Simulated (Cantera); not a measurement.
An isothermal, constant-pressure homogeneous reactor starts with NH3 : H2 = 1 : 15 (molar parts), at 2225 K and 0.0263 atm.

Computed with Cantera and the gas-phase N/H chemistry of the illustrative SiF4/NH3 mechanism in the Surface Chemkin manual (1991). Walls and surfaces, which speed up NH3 decomposition in real reactors, are not modelled.

One state of this run: x NH3 = 2.44e-7; x H2 = 0.933; x N2H2 = <1e-12; x N2H4 = <1e-12; x N2 = 0.0288. x: mole fraction; the columns are a selection and need not sum to one.

Task: Which value of t (s) does it belong to?
A. 0.00258
B. 0.0334
C. 0.000200
D. 5.57

Result: D, 5.57
